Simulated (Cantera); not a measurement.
Input: 1 mol Cu₂O, 0.52 mol CO, 11 mol N₂, held at 2550 K and 69000 Pa.

Cantera equilibrium calculation (NASA polynomials, part measured and part estimated; ideal gas, pure solids and liquids). Candidate condensed phases: C, Cu, CuO, Cu₂O; 27 gas species. Kinetics and transport are ignored.

Base state: N₂ 0.791, Cu 0.141, CO₂ 0.0262, O₂ 0.0174, CO 0.0114, NO 0.00723, O 0.00293, CuO 0.00108 (mole fractions); condensed: gas only.

What changes in the equilibrium state with this change: N₂ from 11 to 2.3 mol?


```csv
species,before,after
N₂,0.791,0.481
Cu,0.141,0.332
CO₂,0.0262,0.0877
O₂,0.0174,0.0521
CO,0.0114,0.0221
Cu₂,0.00103,0.00567
CuO,0.00108,0.00440
O,0.00293,0.00507
NO,0.00723,0.00976
"Cu(l), mol",0,0.354
```

What changes in the equilibrium state with this change: temperature from 2550 K to 1350 K?


```csv
species,before,after
N₂,0.791,0.955
CO₂,0.0262,0.0451
CO,0.0114,9.79e-6
Cu,0.141,7.09e-7
O₂,0.0174,4.95e-6
O,0.00293,1.13e-9
CuO,0.00108,<1e-9
"Cu(s), mol",0,1.04
"Cu₂O(s), mol",0,0.480
```
Mutual solubility and eutectic melting of coexisting phases are not modelled.
